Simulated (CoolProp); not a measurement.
The fluid at 298.15 K and 6.44 MPa flows at 10 m/s in a round tube of 12.7 mm bore and 45 µm roughness, fully developed (64/Re and Nu = 3.66 if laminar; Colebrook and Gnielinski if turbulent). The same conditions are run with several fluids, on thermodynamics alone (safety and materials aside).

The numbers come from the reference Helmholtz-energy equation of state of each fluid (R143a: Lemmon and Jacobsen 2000; n-butane: Bücker 2006; ammonia: Gao 2020; n-pentane: Thol 2019; toluene: Lemmon 2006) in CoolProp.

**Question.** Rank R143a, n-butane, ammonia, n-pentane, toluene by Reynolds number, highest first.

**Answer.** R143a (1000000), ammonia (567000), n-butane (431000), n-pentane (407000), toluene (189000)

```csv
fluid,Darcy friction factor,pressure drop (Pa/m),heat-transfer coefficient (W/(m² K)),mass flow (kg/h)
R143a,0.0276,106000,31600,4440
n-butane,0.0277,63600,23400,2660
ammonia,0.0277,66200,86700,2770
n-pentane,0.0277,68700,23700,2870
toluene,0.0281,95800,16500,3950
```

Transport values come from each fluid's own correlations; those of R143a, n-pentane are estimates that may be off by 10 % or more.
